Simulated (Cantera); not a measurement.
What does this Cantera script print?

```python
import numpy as np
import cantera as ct

gas_names = """
    H H2 H2S N NH NH2 NH3 N2 N2H2 N2H4 Pb PbS Pb2 S SH SN S2 S8
""".split()
cond_names = """
    Pb(cr) Pb(L) PbS(s) PbS(L) S(cr1) S(cr2) S(L)
""".split()


# ... load() reads the species with a 1 bar reference pressure and builds the phases ...
atoms = {
    'PbS': {'Pb': 1, 'S': 1},
    'H2': {'H': 2},
    'N2': {'N': 2},
}
top_T = {}  # K; cautious upper limits of use, not melting points


# ... equilibrate(T, P, feed) seeds the gas with the atoms and calls Mixture.equilibrate('TP', solver="vcs", rtol=1e-11, max_steps=5000) ...
results = []
T = 2148.15  # K
P = 101325  # Pa
for m in [11, 15, 20, 26, 35, 46, 62, 83, 110, 150, 200, 260, 350]:
    feed = {'PbS': 1, 'H2': m, 'N2': 0.51}  # mol
    mix = equilibrate(T, P, feed)
    results.append((T, P, feed, dict(zip(mix.species_names, mix.species_moles))))
    x = sorted(zip(gas.X, gas.species_names), reverse=True)
    print(f"T = {T:g} K  P = {P:g} Pa  n(H2) = {m:g} mol  gas = {mix.phase_moles(0):.4g} mol")
    print("   x: " + "  ".join(f"{s} {v:.3e}" for v, s in x if v > 0.001))
    print("   condensed (mol): " + ("  ".join(f"{mix.phase(i).name} {mix.phase_moles(i):.4g}"
          for i in range(1, mix.n_phases) if mix.phase_moles(i) > 1e-12) or "none"))
```

Result:

```
T = 2148.15 K  P = 101325 Pa  n(H2) = 11 mol  gas = 12.66 mol
   x: H2 8.378e-01  Pb 4.490e-02  N2 4.029e-02  PbS 3.409e-02  H2S 2.601e-02  SH 6.755e-03  S2 5.781e-03  H 3.793e-03
   condensed (mol): none
T = 2148.15 K  P = 101325 Pa  n(H2) = 15 mol  gas = 16.66 mol
   x: H2 8.727e-01  Pb 3.677e-02  N2 3.060e-02  PbS 2.323e-02  H2S 2.254e-02  SH 5.737e-03  S2 4.002e-03  H 3.872e-03
   condensed (mol): none
T = 2148.15 K  P = 101325 Pa  n(H2) = 20 mol  gas = 21.67 mol
   x: H2 8.990e-01  Pb 3.021e-02  N2 2.353e-02  H2S 1.937e-02  PbS 1.592e-02  SH 4.858e-03  H 3.929e-03  S2 2.786e-03
   condensed (mol): none
T = 2148.15 K  P = 101325 Pa  n(H2) = 26 mol  gas = 27.69 mol
   x: H2 9.184e-01  Pb 2.503e-02  N2 1.842e-02  H2S 1.663e-02  PbS 1.108e-02  SH 4.126e-03  H 3.972e-03  S2 1.967e-03
   condensed (mol): none
T = 2148.15 K  P = 101325 Pa  n(H2) = 35 mol  gas = 36.7 mol
   x: H2 9.361e-01  Pb 2.003e-02  N2 1.389e-02  H2S 1.377e-02  PbS 7.208e-03  H 4.010e-03  SH 3.384e-03  S2 1.299e-03
   condensed (mol): none
T = 2148.15 K  P = 101325 Pa  n(H2) = 46 mol  gas = 47.73 mol
   x: H2 9.490e-01  Pb 1.619e-02  H2S 1.143e-02  N2 1.069e-02  PbS 4.766e-03  H 4.037e-03  SH 2.789e-03
   condensed (mol): none
T = 2148.15 K  P = 101325 Pa  n(H2) = 62 mol  gas = 63.76 mol
   x: H2 9.601e-01  Pb 1.271e-02  H2S 9.195e-03  N2 7.998e-03  H 4.061e-03  PbS 2.976e-03  SH 2.231e-03
   condensed (mol): none
T = 2148.15 K  P = 101325 Pa  n(H2) = 83 mol  gas = 84.8 mol
   x: H2 9.685e-01  Pb 9.948e-03  H2S 7.341e-03  N2 6.014e-03  H 4.078e-03  PbS 1.844e-03  SH 1.773e-03
   condensed (mol): none
T = 2148.15 K  P = 101325 Pa  n(H2) = 110 mol  gas = 111.9 mol
   x: H2 9.748e-01  Pb 7.797e-03  H2S 5.844e-03  N2 4.559e-03  H 4.092e-03  SH 1.407e-03  PbS 1.143e-03
   condensed (mol): none
T = 2148.15 K  P = 101325 Pa  n(H2) = 150 mol  gas = 151.9 mol
   x: H2 9.802e-01  Pb 5.918e-03  H2S 4.498e-03  H 4.103e-03  N2 3.356e-03  SH 1.080e-03
   condensed (mol): none
T = 2148.15 K  P = 101325 Pa  n(H2) = 200 mol  gas = 202 mol
   x: H2 9.839e-01  Pb 4.554e-03  H 4.111e-03  H2S 3.496e-03  N2 2.524e-03
   condensed (mol): none
T = 2148.15 K  P = 101325 Pa  n(H2) = 260 mol  gas = 262.2 mol
   x: H2 9.866e-01  H 4.116e-03  Pb 3.570e-03  H2S 2.762e-03  N2 1.945e-03
   condensed (mol): none
T = 2148.15 K  P = 101325 Pa  n(H2) = 350 mol  gas = 352.3 mol
   x: H2 9.889e-01  H 4.121e-03  Pb 2.698e-03  H2S 2.101e-03  N2 1.447e-03
   condensed (mol): none
```

Equilibrium computed with Cantera from the NASA thermochemical tables; the gas is ideal and each condensed phase is pure.
